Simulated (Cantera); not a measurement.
# SiH₄ + H₂ (silicon epitaxy and polysilicon growth)

A closed system holds: 1 mol SiH₄, 61 mol H₂, equilibrated at 21.0 mbar.

Cantera equilibrium calculation (NASA polynomials, part measured and part estimated; ideal gas, pure solids and liquids). Candidate condensed phases: Si; 9 gas species. Gases not in the tables: Si₂H₆ and higher silanes. Kinetics and transport are ignored.

From 1173 K to 1673 K the condensed part is Si(s). At 1723 K the condensed part is Si(l). The main Si-bearing gas is SiH₄ at 1173 K and Si at 1723 K.

| T (K) | log p H₂ | log p H | log p Si | log p SiH₂ | log p SiH | log p Si₂ | n Si(s) | n Si(l) |
|---|---|---|---|---|---|---|---|---|
| 1173 | -1.68 | -7.77 | -12.31 | -9.84 | -11.89 | <-13 | 1.000 | 0 |
| 1223 | -1.68 | -7.36 | -11.49 | -9.41 | -11.22 | <-13 | 1.000 | 0 |
| 1273 | -1.68 | -6.99 | -10.74 | -9.00 | -10.60 | <-13 | 1.000 | 0 |
| 1323 | -1.68 | -6.64 | -10.05 | -8.63 | -10.03 | -13.57 | 1.000 | 0 |
| 1373 | -1.68 | -6.32 | -9.41 | -8.28 | -9.50 | -12.74 | 1.000 | 0 |
| 1423 | -1.68 | -6.02 | -8.82 | -7.96 | -9.00 | -11.96 | 1.000 | 0 |
| 1473 | -1.68 | -5.74 | -8.26 | -7.66 | -8.54 | -11.24 | 1.000 | 0 |
| 1523 | -1.68 | -5.48 | -7.74 | -7.38 | -8.12 | -10.57 | 1.000 | 0 |
| 1573 | -1.68 | -5.23 | -7.26 | -7.11 | -7.72 | -9.94 | 1.000 | 0 |
| 1623 | -1.68 | -5.00 | -6.81 | -6.87 | -7.34 | -9.35 | 0.999 | 0 |
| 1673 | -1.68 | -4.78 | -6.38 | -6.64 | -6.99 | -8.79 | 0.998 | 0 |
| 1723 | -1.68 | -4.58 | -6.01 | -6.45 | -6.69 | -8.33 | 0 | 0.995 |
log p: log10 of the partial pressure in bar; n: condensed amount in mol.
